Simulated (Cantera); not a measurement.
Feed: 1 mol Al2O3, 1.1 mol HBr, equilibrated at 500 °C and 73.0 Pa.

Method: chemical equilibrium by Gibbs-energy minimisation in Cantera with the NASA 1993 tables (ideal gas, pure condensed phases). Candidate condensed phases: Al, AlBr3, Al2O3, Br2, H2O; 25 gas species. Rates play no part.

Base state: HBr 1.000, H2 0.000117, Br2 8.62e-5, Br 6.26e-5 (mole fractions); condensed: Al2O3(s).

Q: What changes in the equilibrium state with this change: 0.02 mol NH3 added?

A: 
```csv
species,before,after
HBr,1.000,0.965
H2,0.000117,0.0263
N2,0,0.00877
Br2,8.62e-5,3.58e-7
Br,6.26e-5,4.04e-6
"Al2O3(s), mol",1.000,1.000
```
Further candidate phases: AlN.
